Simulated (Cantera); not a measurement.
## Adiabatic ignition

An adiabatic, constant-volume homogeneous reactor starts with 4.41 % CH4, 0.881 % C2H6, 2.34 % C3H8, 19.7 % O2, 72.7 % N2, at 1350 K and 1.00 bar.

Model: GRI-Mech 3.0 (53 species, 325 reactions), integrated in Cantera. GRI-Mech 3.0 was tuned for natural gas; its chemistry of propane as a main component is partial and can be far from experiment.

```tsv
t (s)	T (K)	P (bar)	x CH4	x C2H6	x C3H8	x O2	x CH2	x C2H2
2.00e-6	1350	1.000	0.0441	0.00881	0.0233	0.197	9.44e-12	2.65e-12
4.60e-6	1350	1.000	0.0441	0.00881	0.0233	0.197	5.09e-11	3.87e-11
1.06e-5	1349	1.000	0.0441	0.00880	0.0233	0.197	2.63e-10	4.74e-10
2.43e-5	1349	0.999	0.0440	0.00878	0.0232	0.196	1.84e-9	6.65e-9
5.58e-5	1348	1.000	0.0439	0.00872	0.0227	0.196	9.08e-9	1.23e-7
0.000128	1351	1.00	0.0436	0.00862	0.0213	0.195	1.68e-8	1.63e-6
0.000295	1375	1.03	0.0422	0.00786	0.0161	0.188	7.02e-8	2.54e-5
0.000678	2934	2.41	<1e-12	<1e-12	<1e-12	0.0104	<1e-12	<1e-12
0.00156	2926	2.40	<1e-12	<1e-12	<1e-12	0.00956	<1e-12	<1e-12
0.00358	2926	2.40	<1e-12	<1e-12	<1e-12	0.00954	<1e-12	<1e-12
0.00823	2926	2.40	<1e-12	<1e-12	<1e-12	0.00954	<1e-12	<1e-12
0.0189	2926	2.40	<1e-12	<1e-12	<1e-12	0.00954	<1e-12	<1e-12
0.0435	2926	2.40	<1e-12	<1e-12	<1e-12	0.00954	<1e-12	<1e-12
0.100	2926	2.40	<1e-12	<1e-12	<1e-12	0.00954	<1e-12	<1e-12
```
x: mole fraction; the columns are a selection and need not sum to one.

* **time of steepest temperature rise**: 0.418 ms
* **temperature at 0.100 s**: 2926 K
* **equilibrium temperature**: 2926 K
* **x(CH4) at 0.100 s**: <1e-12 (gas-phase equilibrium <1e-12)
* **x(C2H6) at 0.100 s**: <1e-12 (gas-phase equilibrium <1e-12)
* **x(C3H8) at 0.100 s**: <1e-12 (gas-phase equilibrium <1e-12)
